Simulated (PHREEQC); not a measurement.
0.017 g of hydrous ferric oxide (600 m²/g; 0.2 weak and 0.005 strong sites per Fe, Dzombak-Morel constants, diffuse double layer) in 1 kg of water with 0.005 mol/kgw of an inert sodium salt and 1.5e-06 mol Na2SeO4, at 25 °C; the pH is set by adding NaOH or the inert anion's acid. Oxygen alone is held at its pressure in air (log pO2 = -0.68). The system is closed to CO2. Precipitation was switched off in this run.

The series has 13 steps of pH, from 3 to 9.

Equilibrium calculation in PHREEQC: ion-association model, wateq4f.dat.

Q: Near which pH is half of the Se sorbed, and on which side is more sorbed?

A: Near pH 5.9, with more sorbed at lower pH.

Complexes and solids missing from the database can't appear. The oxide is taken as insoluble; below pH 4 it would dissolve.
